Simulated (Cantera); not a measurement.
A perfectly stirred reactor is fed with 8.73 % CH4, 19.2 % O2, 72.1 % N2, equivalence ratio 0.91, at 0.240 bar; it is adiabatic with a 600 K inlet, and is followed from long to short residence time, starting on the burning branch (τ in s: 0.13, 0.058, 0.025, 0.011, 0.0049, 0.0021, 0.00093, 0.00041, 0.00018, 7.8e-05, 3.4e-05, 1.5e-05, 6.6e-06).

Detailed kinetics in Cantera: GRI-Mech 3.0 (53 species, 325 reactions).

x: mole fraction; the columns are a selection and need not sum to one.

```
τ (s)    T (K)     x CH4    x O2     x C2H      x H    x HO2   x H2O2    x C2H2
-------  -----  --------  ------  --------  -------  -------  -------  --------
0.13      2238   3.93e-6  0.0230  1.68e-12  0.00167  1.18e-6  4.46e-8  1.49e-10
0.058     2207   7.49e-6  0.0246  4.67e-12  0.00234  1.21e-6  4.42e-8  3.93e-10
0.025     2156   1.42e-5  0.0267  1.12e-11  0.00363      ___  4.79e-8  9.02e-10
0.011     2092   2.67e-5  0.0290  2.51e-11  0.00561      ___  5.77e-8   2.00e-9
0.0049    2024   5.19e-5  0.0313  5.93e-11  0.00817      ___  7.40e-8   4.90e-9
0.0021    1954  0.000110  0.0338  1.67e-10   0.0111      ___  9.79e-8   1.50e-8
0.00093   1891  0.000244  0.0366  5.37e-10   0.0135      ___  1.26e-7   5.46e-8
0.00041   1834  0.000599  0.0408   2.12e-9   0.0143      ___  1.61e-7   2.63e-7
0.00018   1758   0.00196  0.0511   1.23e-8   0.0116      ___  2.23e-7   2.45e-6
7.8e-5     600    0.0873   0.192    <1e-12   <1e-12   <1e-12   <1e-12    <1e-12
3.4e-5     600    0.0873   0.192    <1e-12   <1e-12   <1e-12   <1e-12    <1e-12
1.5e-5     600    0.0873   0.192    <1e-12   <1e-12   <1e-12   <1e-12    <1e-12
6.6e-6     600    0.0873   0.192    <1e-12   <1e-12   <1e-12   <1e-12    <1e-12
```

**Question.** Complete the blanks.

**Answer.** 
- 0.025, x HO2: 1.34e-6
- 0.011, x HO2: 1.66e-6
- 0.0049, x HO2: 2.18e-6
- 0.0021, x HO2: 3.01e-6
- 0.00093, x HO2: 4.34e-6
- 0.00041, x HO2: 7.36e-6
- 0.00018, x HO2: 2.05e-5
